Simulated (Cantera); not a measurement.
Mixture: CH4 : CO : O2 : N2 = 1 : 0.091 : 4.17 : 15.7 (molar parts), equivalence ratio 0.49, at 1.00 bar, adiabatic and at constant pressure. Ignition delay is the time to a rise of 400 K.

Detailed kinetics in Cantera: GRI-Mech 3.0 (53 species, 325 reactions).

Problem. Predict: delay at 1150 K; delay at 1250 K; delay at 1350 K; delay at 1450 K; delay at 1550 K; apparent activation energy between 1450 and 1550 K.

Solution. 
```json
{
  "delay at 1150 K": "67.7 ms",
  "delay at 1250 K": "15.9 ms",
  "delay at 1350 K": "4.43 ms",
  "delay at 1450 K": "1.48 ms",
  "delay at 1550 K": "0.596 ms",
  "apparent activation energy between 1450 and 1550 K": "170 kJ/mol"
}
```
